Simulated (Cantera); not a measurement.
## Equilibrium for silicon oxide and oxynitride deposition: SiCl₄ + O₃ + N₂

A closed system holds: 1 mol SiCl₄, 0.2 mol O₃, 110 mol N₂, at 100 Torr.

Cantera equilibrium calculation (NASA polynomials, part measured and part estimated; ideal gas, pure solids and liquids). Candidate condensed phases: Si, SiO₂, Si₂N₂O, Si₃N₄; 23 gas species. The tables' values for SiCl₃ are old estimates; treat these amounts as uncertain. The tables hold silica as quartz up to 1696 K and as liquid above; real silica turns to tridymite and cristobalite and melts near 1996 K. The numbers say what is thermodynamically allowed, not how fast it happens.

```json
[
 {"T (K)": "848", "x N₂": "0.988", "x Cl": "5.39e-6", "x SiCl₄": "0.00629", "x Cl₂": "0.00539", "x SiO": "<1e-12", "x SiCl₂": "<1e-12", "n SiO₂(β-quartz)": "0.300", "n SiO₂(condensed)": "0"},
 {"T (K)": "948", "x N₂": "0.988", "x Cl": "3.44e-5", "x SiCl₄": "0.00629", "x Cl₂": "0.00537", "x SiO": "<1e-12", "x SiCl₂": "<1e-12", "n SiO₂(β-quartz)": "0.300", "n SiO₂(condensed)": "0"},
 {"T (K)": "1048", "x N₂": "0.988", "x Cl": "0.000154", "x SiCl₄": "0.00629", "x Cl₂": "0.00531", "x SiO": "<1e-12", "x SiCl₂": "<1e-12", "n SiO₂(β-quartz)": "0.300", "n SiO₂(condensed)": "0"},
 {"T (K)": "1148", "x N₂": "0.988", "x Cl": "0.000526", "x SiCl₄": "0.00629", "x Cl₂": "0.00513", "x SiO": "<1e-12", "x SiCl₂": "<1e-12", "n SiO₂(β-quartz)": "0.300", "n SiO₂(condensed)": "0"},
 {"T (K)": "1248", "x N₂": "0.988", "x Cl": "0.00143", "x SiCl₄": "0.00628", "x Cl₂": "0.00467", "x SiO": "<1e-12", "x SiCl₂": "1.21e-11", "n SiO₂(β-quartz)": "0.300", "n SiO₂(condensed)": "0"},
 {"T (K)": "1348", "x N₂": "0.987", "x Cl": "0.00317", "x SiCl₄": "0.00628", "x Cl₂": "0.00380", "x SiO": "3.83e-12", "x SiCl₂": "4.72e-10", "n SiO₂(β-quartz)": "0.300", "n SiO₂(condensed)": "0"},
 {"T (K)": "1448", "x N₂": "0.986", "x Cl": "0.00564", "x SiCl₄": "0.00627", "x Cl₂": "0.00256", "x SiO": "3.55e-10", "x SiCl₂": "1.37e-8", "n SiO₂(β-quartz)": "0.300", "n SiO₂(condensed)": "0"},
 {"T (K)": "1548", "x N₂": "0.984", "x Cl": "0.00806", "x SiCl₄": "0.00624", "x Cl₂": "0.00136", "x SiO": "2.43e-8", "x SiCl₂": "3.42e-7", "n SiO₂(β-quartz)": "0.300", "n SiO₂(condensed)": "0"},
 {"T (K)": "1648", "x N₂": "0.983", "x Cl": "0.00969", "x SiCl₄": "0.00611", "x Cl₂": "0.000597", "x SiO": "1.27e-6", "x SiCl₂": "7.33e-6", "n SiO₂(β-quartz)": "0.300", "n SiO₂(condensed)": "0"},
 {"T (K)": "1748", "x N₂": "0.982", "x Cl": "0.0111", "x SiCl₄": "0.00554", "x Cl₂": "0.000270", "x SiO": "4.28e-5", "x SiCl₂": "0.000109", "n SiO₂(β-quartz)": "0", "n SiO₂(condensed)": "0.298"},
 {"T (K)": "1848", "x N₂": "0.979", "x Cl": "0.0143", "x SiCl₄": "0.00387", "x Cl₂": "0.000177", "x SiO": "0.000639", "x SiCl₂": "0.000690", "n SiO₂(β-quartz)": "0", "n SiO₂(condensed)": "0.264"},
 {"T (K)": "1948", "x N₂": "0.970", "x Cl": "0.0218", "x SiCl₄": "0.00158", "x Cl₂": "0.000175", "x SiO": "0.00372", "x SiCl₂": "0.00140", "n SiO₂(β-quartz)": "0", "n SiO₂(condensed)": "0.0892"}
]
```
x: gas mole fraction; n: condensed amount in mol.

From 848 K to 1648 K the condensed part is SiO₂(β-quartz). From 1748 K to 1948 K the condensed part is SiO₂(condensed). The main Si-bearing gas is SiCl₄ at 848 K and SiO at 1948 K.
